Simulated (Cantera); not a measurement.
Mixture: 4.54 % CH4, 0.154 % C2H6, 20.0 % O2, 75.3 % N2, equivalence ratio 0.48, at 10.0 bar, adiabatic and at constant pressure. Ignition delay is the time to a rise of 400 K.

Model: GRI-Mech 3.0 (53 species, 325 reactions), integrated in Cantera.

Q: Predict: delay at 1025 K; delay at 1225 K; delay at 1425 K; delay at 1625 K; apparent activation energy between 1525 and 1725 K.

A: 
```json
{
  "delay at 1025 K": "23.9 ms",
  "delay at 1225 K": "1.44 ms",
  "delay at 1425 K": "0.175 ms",
  "delay at 1625 K": "30.8 µs",
  "apparent activation energy between 1525 and 1725 K": "170 kJ/mol"
}
```
